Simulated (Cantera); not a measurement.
Mixture: CH4 : H2 : O2 : N2 = 1 : 0.096 : 3.94 : 21.7 (molar parts), at 0.987 atm, adiabatic and at constant pressure. Ignition delay is the time to a rise of 400 K.

Model: GRI-Mech 3.0 (53 species, 325 reactions), integrated in Cantera.

Problem. What does this change do: 0.79 parts H2O added?

Solution. 
```
quantity                                                before       after
--------------------------------------------------  ----------  ----------
delay at 1050 K                                        0.103 s     0.102 s
delay at 1100 K                                        58.0 ms     58.7 ms
delay at 1150 K                                        32.2 ms     33.2 ms
delay at 1200 K                                        17.8 ms     18.7 ms
delay at 1250 K                                        9.97 ms     10.6 ms
delay at 1300 K                                        5.69 ms     6.07 ms
apparent activation energy between 1200 and 1300 K  150 kJ/mol  150 kJ/mol
```

Problem. What does this change do: O2 3.94 to 2.8 parts?

Solution. 
```
quantity                                                before       after
--------------------------------------------------  ----------  ----------
delay at 1050 K                                        0.103 s     0.169 s
delay at 1100 K                                        58.0 ms     96.1 ms
delay at 1150 K                                        32.2 ms     53.8 ms
delay at 1200 K                                        17.8 ms     29.9 ms
delay at 1250 K                                        9.97 ms     16.7 ms
delay at 1300 K                                        5.69 ms     9.45 ms
apparent activation energy between 1200 and 1300 K  150 kJ/mol  150 kJ/mol
```
